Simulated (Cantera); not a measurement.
A diamond (100) surface in a fixed gas of H2 with x(CH4) = 0.0027, x(H) = 0.0024, x(CH3) = 0.00028, at 1423 K; coverages are run to steady state.

Cantera simulation using the Harris–Goodwin 1993 mechanism for the reconstructed diamond (100) surface; the numbers are that mechanism's predictions, not measurements.

θ: site fractions in the mechanism's names (c6HH fully hydrogenated, c6H* and c6*H radical sites, c6** diradical, c6HM methylated).

| P (Pa) | growth (µm/h) | θ c6HH | θ c6H* | θ c6*H | θ c6** | θ c6HM |
|---|---|---|---|---|---|---|
| 800 | (withheld) | 0.355 | 0.0604 | 0.535 | 0.0500 | 7.56e-6 |
| 1300 | (withheld) | 0.355 | 0.0603 | 0.534 | 0.0498 | 1.27e-5 |
| 2000 | (withheld) | 0.355 | 0.0603 | 0.534 | 0.0497 | 2.03e-5 |
| 3200 | (withheld) | 0.355 | 0.0603 | 0.534 | 0.0496 | 3.41e-5 |
| 5000 | (withheld) | 0.356 | 0.0603 | 0.534 | 0.0494 | 5.58e-5 |
| 7800 | (withheld) | 0.356 | 0.0602 | 0.533 | 0.0493 | 9.08e-5 |
| 12000 | (withheld) | 0.356 | 0.0602 | 0.533 | 0.0492 | 0.000144 |
| 20000 | (withheld) | 0.356 | 0.0603 | 0.533 | 0.0491 | 0.000247 |

Task: Fill in the missing entries.

Result: 
- 800, growth (µm/h): 0.0677
- 1300, growth (µm/h): 0.164
- 2000, growth (µm/h): 0.347
- 3200, growth (µm/h): 0.755
- 5000, growth (µm/h): 1.51
- 7800, growth (µm/h): 2.89
- 12000, growth (µm/h): 5.24
- 20000, growth (µm/h): 10.3
